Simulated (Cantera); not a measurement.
Standard-state values (1 bar) from the NASA 1993 polynomials, evaluated with Cantera. Values are per mole of reaction as written; species without (g) are pure solids or liquids, kept so even where they would boil at 1 bar. ZrN: taken at fixed stoichiometry.

Task: Between 398 and 1748 K, where is each reaction favourable under standard conditions?
- 2 N(g) + ZrO2(g) → NO2(g) + ZrN

Result: 
- 2 N(g) + ZrO2(g) → NO2(g) + ZrN: ΔG° is -870 kJ at 398 K and -463 kJ at 1748 K; it stays negative (K > 1). ΔH° is -981 kJ and ΔS° -296 J/K at 1748 K.
